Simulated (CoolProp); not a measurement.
Vapour-liquid equilibrium of benzene (1) + n-heptane (2) at 1.06 MPa; x and y are mole fractions of (1).

The numbers come from the multi-fluid Helmholtz-energy mixture model, Thol 2012 and Span 2003; pair parameters Bell 2016 in CoolProp.

```csv
x,"bubble temperature, mixture model (K)","bubble temperature, Raoult's law (K)","y, mixture model","y, Raoult's law"
0.05,475.9,476.4,0.070,0.071
0.2,470.5,472.5,0.266,0.268
0.35,465.8,468.8,0.435,0.442
0.5,461.9,465.3,0.580,0.597
0.65,458.9,462.0,0.708,0.734
0.8,456.7,458.9,0.829,0.856
0.95,455.2,455.9,0.955,0.966
```

The largest gap from Raoult's law is -3.4 K in bubble temperature, at x = 0.5. No azeotrope shows between x = 0.05 and 0.95.

The pair parameters rest on a limited set of measurements; away from them the model extrapolates.
